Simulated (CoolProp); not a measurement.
Vapour-liquid equilibrium of propane (1) + n-butane (2) at 38.65 °C; x and y are mole fractions of (1).

The numbers come from the multi-fluid Helmholtz-energy mixture model, Lemmon 2009 and Bücker 2006; pair parameters Kunz 2012 in CoolProp.

### Question
Give the bubble pressure and the first vapour's composition at x = 0.15, 0.55, 0.95. Is there an azeotrope?

### Answer
x = 0.15: 492.5 kPa, y = 0.346; x = 0.55: 860.3 kPa, y = 0.778; x = 0.95: 1271 kPa, y = 0.981. No azeotrope shows between x = 0.05 and 0.95.

Pair parameters are fitted to limited data, so mixtures are less certain than the pure fluids.
